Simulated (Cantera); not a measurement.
A closed system holds: 1 mol SiCl4, a varied amount of H2, at 1648 K and 1.43 Torr.

Equilibrium computed with Cantera from the NASA thermochemical tables; the gas is ideal and each condensed phase is pure. Candidate condensed phases: Si; 19 gas species. The tables' values for SiCl3, SiCl are old estimates; treat these amounts as uncertain. Equilibrium is a limit: real reactors are often held back by kinetics, nucleation or transport.

log p: log10 of the partial pressure in bar; n: condensed amount in mol.

```csv
n(H2) (mol),log p H2,log p HCl,log p SiCl2,log p H,log p SiCl3,log p Cl,n Si(s)
12,-2.83,-3.57,-3.87,-5.46,-6.01,-6.31,0
17,-2.80,-3.68,-4.02,-5.45,-6.29,-6.44,0.0348
24,-2.78,[?],[?],-5.44,-6.58,[?],[?]
33,-2.76,-3.86,-4.41,-5.43,-6.86,-6.63,0.266
47,-2.75,-3.97,-4.63,-5.43,-7.20,-6.75,0.384
65,-2.75,-4.07,-4.85,-5.42,-7.53,-6.86,0.484
91,-2.74,[?],[?],-5.42,-7.88,[?],[?]
130,-2.73,-4.32,-5.35,-5.42,-8.27,-7.10,0.661
180,-2.73,-4.44,-5.59,-5.42,-8.64,-7.23,0.722
```

Task: Complete the blanks.

Result: 
- 91, log p HCl: -4.19
- 91, log p SiCl2: -5.09
- 91, log p Cl: -6.97
- 91, n Si(s): 0.578
- 24, log p HCl: -3.77
- 24, log p SiCl2: -4.22
- 24, log p Cl: -6.54
- 24, n Si(s): 0.155
